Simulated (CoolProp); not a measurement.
Vapour-liquid equilibrium of propylene (1) + isobutane (2) at 709 kPa; x and y are mole fractions of (1).

Computed with CoolProp (multi-fluid Helmholtz-energy mixture model, Lemmon 2013 and Bücker 2006; pair parameters Bell 2016).

Give the bubble temperature and the first vapour's composition at x = 0.05, 0.45, 0.75. Is there an azeotrope?

x = 0.05: 320.2 K, y = 0.129; x = 0.45: 301.8 K, y = 0.644; x = 0.75: 289.9 K, y = 0.894. No azeotrope shows between x = 0.05 and 0.95.

Pair parameters are fitted to limited data, so mixtures are less certain than the pure fluids. The gap from Raoult's law changes sign with composition, which may be real or a fault of the pair parameters; it wasn't checked against measurements.
